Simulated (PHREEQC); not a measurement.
Consider water at 66 °C with 93 mmol/kgw Cu(NO3)2, 0.56 mmol/kgw NaHSO4 and 0.013 mmol/kgw Ca(HCO3)2. Closed to the air; pH follows from the charge balance.

Model: ion-association model, phreeqc.dat, run in PHREEQC.

```
quantity                before     after
--------------------  --------  --------
pH                        3.36      3.76
CuSO4 (mol/kgw)       0.000326  0.000327
SO4-2 (mol/kgw)       0.000226  0.000228
Cu2(OH)2+2 (mol/kgw)   1.95e-5  0.000125
HSO4- (mol/kgw)        8.66e-6   3.45e-6
CuOH+ (mol/kgw)        8.49e-7   2.14e-6
```

Q: Name the change that produced these shifts.
(A) Ca(HCO3)2 left out
(B) diluted 2-fold with water
(C) NaHSO4 from 0.00056 to 0.000616 mol/kgw
(D) 0.0011 mol/kgw NaOH added
(E) NaHSO4 replaced by CaSO4 at the same molality

A: E, NaHSO4 replaced by CaSO4 at the same molality

This is a speciation only: nothing precipitates in the calculation. Away from 25 °C the constants follow the database's enthalpies or fits; those with neither stay at their 25 °C values.
